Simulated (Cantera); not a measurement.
Source: NASA polynomial tables (part measured, part estimated), evaluated in Cantera. Values are per mole of reaction as written; species without (g) are pure solids or liquids, kept so even where they would boil at 1 bar. TaC: taken at fixed stoichiometry.

Q: Between 1798 and 2248 K, where is each reaction favourable under standard conditions?
- Ta + 3 C3H8(g) = TaC + 8 CH3(g)

A: 
- Ta + 3 C3H8(g) = TaC + 8 CH3(g): ΔG° is -35 kJ at 1798 K and -373 kJ at 2248 K; it stays negative (K > 1). ΔH° is 1301 kJ and ΔS° 745 J/K at 2248 K.
